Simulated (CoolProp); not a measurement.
A single-stage vapour-compression cycle with R11: evaporating at 266.15 K (dew point), condensing at 322.15 K (bubble point), superheat 5 K, subcooling 0 K, compressor efficiency 0.6, no pressure losses. Each further row changes one setting.

Values from CoolProp's reference Helmholtz-energy equation of state, Jacobsen 1992.

| case | cooling COP | pressure ratio | discharge temperature (K) | refrigerating effect (kJ/kg) | volumetric capacity (kJ/m³) |
|---|---|---|---|---|---|
| as stated | 2.39 | 7.78 | 377.1 | 146 | 266 |
| evaporating temperature 271.15 K | 2.72 | 6.22 | 371.1 | 148 | [?] |
| condensing temperature 317.15 K | [?] | [?] | [?] | 150 | 274 |
| subcooling 5 K | [?] | 7.78 | 377.1 | 150 | 274 |
| superheat 15 K | 2.39 | 7.78 | 389.6 | [?] | 266 |
| compressor efficiency 0.5 | 1.99 | 7.78 | [?] | 146 | 266 |

Task: Some entries are withheld; supply them.

Result: 
- evaporating temperature 271.15 K, volumetric capacity (kJ/m³): 333
- condensing temperature 317.15 K, cooling COP: 2.67
- condensing temperature 317.15 K, pressure ratio: 6.69
- condensing temperature 317.15 K, discharge temperature (K): 369.0
- subcooling 5 K, cooling COP: 2.46
- superheat 15 K, refrigerating effect (kJ/kg): 151
- compressor efficiency 0.5, discharge temperature (K): 396.0
